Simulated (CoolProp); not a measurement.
A simple Rankine cycle with isobutene: condensing at 308.15 K, boiler at 1.67 MPa, turbine inlet 370.5 K, turbine efficiency 0.75, pump efficiency 0.8, no recuperator. Each further row changes one setting.

Computed with CoolProp (reference Helmholtz-energy equation of state, Lemmon 2005). It is a short technical equation, of lower accuracy than the large ones.

```
case                             thermal efficiency (%)  net work (kJ/kg)  heat in (kJ/kg)  turbine exit temperature (K)  volume ratio over the turbine
-------------------------------  ----------------------  ----------------  ---------------  ----------------------------  -----------------------------
as stated                                           9.9              41.5              419                         324.5                           4.52
turbine inlet 390.5 K                              10.0              46.5                …                         347.7                              …
condensing temperature 300.15 K                    11.1                 …              438                             …                           5.69
boiler pressure 1.17 MPa                            7.8              34.4              440                             …                              …
turbine efficiency 0.65                             8.5              35.6              419                             …                           4.58
```

**Question.** What belongs in the gaps?

**Answer.** 
- turbine inlet 390.5 K, heat in (kJ/kg): 467
- turbine inlet 390.5 K, volume ratio over the turbine: 4.33
- condensing temperature 300.15 K, net work (kJ/kg): 48.7
- condensing temperature 300.15 K, turbine exit temperature (K): 318.5
- boiler pressure 1.17 MPa, turbine exit temperature (K): 339.7
- boiler pressure 1.17 MPa, volume ratio over the turbine: 2.95
- turbine efficiency 0.65, turbine exit temperature (K): 327.7
